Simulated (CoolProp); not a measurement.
A Linde-Hampson liquefier for ethane: isothermal reversible compression at 320 K from 1 atm to 20 MPa, throttling to 1 atm, return gas leaving the recuperator 2 K below the feed. Each further row changes one setting.

Values from CoolProp's reference Helmholtz-energy equation of state, Bücker 2006.

```tsv
case	liquid yield per pass	compression work (kJ/kg of gas)
as stated	0.462	366
high pressure 40 MPa	…	…
warm-end temperature 350 K	…	…
warm-end gap 7 K	…	366
```

Task: What belongs in the gaps?

Result: 
- high pressure 40 MPa, liquid yield per pass: 0.458
- high pressure 40 MPa, compression work (kJ/kg of gas): 414
- warm-end temperature 350 K, liquid yield per pass: 0.377
- warm-end temperature 350 K, compression work (kJ/kg of gas): 429
- warm-end gap 7 K, liquid yield per pass: 0.455
